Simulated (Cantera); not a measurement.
Feed: 1 mol SrCl2, 0.024 mol HCl, 100 mol N2, equilibrated at 625 K and 180 Pa.

Equilibrium computed with Cantera from the NASA thermochemical tables; the gas is ideal and each condensed phase is pure. Candidate condensed phases: NH4Cl, Sr, SrCl2; 15 gas species. Rates play no part.

Base state: N2 1.000, HCl 0.000240 (mole fractions); condensed: SrCl2(s).

Task: What changes in the equilibrium state with this change: temperature from 625 K to 1323.15 K?

Result: 
| species | before | after |
|---|---|---|
| N2 | 1.000 | 0.990 |
| SrCl2 | <1e-9 | 0.00990 |
| HCl | 0.000240 | 0.000233 |
| SrCl2(s), mol | 1.00 | 0 |
